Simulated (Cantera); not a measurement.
Input: 1 mol Si, 0.55 mol H2, equilibrated at 3.80 bar.

Cantera equilibrium calculation (NASA polynomials, part measured and part estimated; ideal gas, pure solids and liquids). Candidate condensed phases: Si; 9 gas species. Gases not in the tables: Si2H6 and higher silanes. Equilibrium is a limit: real reactors are often held back by kinetics, nucleation or transport.

Which condensed phases are stable at each of these points (T (K)): 523, 623, 723, 823, 923, 1023, 1123, 1223, 1323, 1423, 1523, 1623, 1723?


```json
[
 {"T (K)": "523", "condensed phases": "Si(s)", "Si condensed (%)": "100.0"},
 {"T (K)": "623", "condensed phases": "Si(s)", "Si condensed (%)": "100.0"},
 {"T (K)": "723", "condensed phases": "Si(s)", "Si condensed (%)": "100.0"},
 {"T (K)": "823", "condensed phases": "Si(s)", "Si condensed (%)": "100.0"},
 {"T (K)": "923", "condensed phases": "Si(s)", "Si condensed (%)": "100.0"},
 {"T (K)": "1023", "condensed phases": "Si(s)", "Si condensed (%)": "100.0"},
 {"T (K)": "1123", "condensed phases": "Si(s)", "Si condensed (%)": "100.0"},
 {"T (K)": "1223", "condensed phases": "Si(s)", "Si condensed (%)": "100.0"},
 {"T (K)": "1323", "condensed phases": "Si(s)", "Si condensed (%)": "100.0"},
 {"T (K)": "1423", "condensed phases": "Si(s)", "Si condensed (%)": "100.0"},
 {"T (K)": "1523", "condensed phases": "Si(s)", "Si condensed (%)": "100.0"},
 {"T (K)": "1623", "condensed phases": "Si(s)", "Si condensed (%)": "100.0"},
 {"T (K)": "1723", "condensed phases": "Si(l)", "Si condensed (%)": "100.0"}
]
```

From 523 K to 1623 K the condensed part is Si(s). At 1723 K the condensed part is Si(l).
